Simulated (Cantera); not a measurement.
A closed system holds: 1 mol TiO2, 0.61 mol CO, 5.1 mol H2, held at 0.100 bar.

Equilibrium computed with Cantera from the NASA thermochemical tables; the gas is ideal and each condensed phase is pure. Candidate condensed phases: C, C6H6, C7H8, C8H18, H2O, Ti, TiC, TiO, TiO2, Ti2O3, Ti3O5, Ti4O7; 113 gas species. Condensed phases not in the tables: Magnéli phases beyond Ti4O7. Rates play no part.

### Question
At 1527 °C, list the 5 most abundant gas species with their mole fractions, and the condensed phases.

### Answer
H2 0.850, CO 0.105, H2O 0.0424, CO2 0.00138, H 0.00104. Condensed: Ti4O7(s).
